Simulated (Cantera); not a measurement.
A freely propagating, adiabatic, planar premixed flame of H2 : O2 : N2 = 1 : 0.943 : 3.55 (molar parts), equivalence ratio 0.53, unburnt at 325 K and 0.280 bar; mixture-averaged transport, grid criteria slope 0.08 and curve 0.16, no radiation.

Computed with Cantera and the H2/O2 subset of GRI-Mech 3.0, which has no nitrogen chemistry. Burning velocities carry a grid error of a few per cent, more on coarse grids. Lean hydrogen flames are cellular in practice and burn faster than this planar one.

Task: What does this change do: inlet temperature 325 to 300 K?

Result: 
```json
[
 {"quantity": "laminar burning velocity", "before": "88.4 cm/s", "after": "73.7 cm/s"},
 {"quantity": "thermal thickness", "before": "1.75 mm", "after": "1.73 mm"},
 {"quantity": "peak x(H)", "before": "0.0121", "after": "0.0108"},
 {"quantity": "peak x(OH)", "before": "0.00587", "after": "0.00550"},
 {"quantity": "peak x(HO2)", "before": "0.000178", "after": "0.000179"},
 {"quantity": "peak x(H2O2)", "before": "4.56e-5", "after": "5.05e-5"}
]
```
